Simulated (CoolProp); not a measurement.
Model: reference Helmholtz-energy equation of state, Thol 2016, in CoolProp.

### Question
For hexamethyldisiloxane (MM), give the phase and the Z, cp (kJ/(kg K)), speed of sound (m/s), expansivity (1/kK) at 487.8 K and 0.444 MPa; 410.7 K and 0.0687 MPa.

### Answer
- 487.8 K and 0.444 MPa: gas; Z 0.889, cp 2.04, speed of sound 143, expansivity 3.07
- 410.7 K and 0.0687 MPa: gas; Z 0.971, cp 1.81, speed of sound 143, expansivity 2.71
